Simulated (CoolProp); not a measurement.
Vapour pressure (MPa) of R134a: the reference equation beside estimates from Tc = 374.2 K, pc = 4.059 MPa, ω = 0.327. Clausius-Clapeyron is anchored at 280 K with a constant enthalpy of vaporisation of 19.72 kJ/mol.

Values from CoolProp's reference Helmholtz-energy equation of state, Tillner-Roth 1994.

```tsv
T (K)	reference	Lee-Kesler	Clausius-Clapeyron	van der Waals	Soave-Redlich-Kwong	Peng-Robinson
226	0.03469	0.03385	0.04924	0.3662	0.03414	0.03499
239.5	0.07072	0.06979	0.08898	0.5069	0.07002	0.07088
253	0.1319	0.1313	0.1509	0.6799	0.1313	0.1317
266.5	0.2285	0.2289	0.2427	0.8879	0.2287	0.2278
280	0.3727	0.3747	0.3727	1.134	0.3748	0.3714
293.5	0.5779	0.5817	0.5503	1.419	0.5835	0.5765
307	0.8590	0.8641	0.7851	1.746	0.8701	0.8584
320.5	1.232	1.238	1.087	2.118	1.251	1.234
334	1.716	1.721	1.466	2.534	1.744	1.723
347.5	2.331	2.335	1.932	2.998	2.367	2.345
```

Absolute difference from the reference over all 10 rows, mean and median: Lee-Kesler 0.7 and 0.5 %, Clausius-Clapeyron 14.5 and 13.1 %, van der Waals 287.8 and 174.9 %, Soave-Redlich-Kwong 1.1 and 1.1 %, Peng-Robinson 0.3 and 0.3 %.
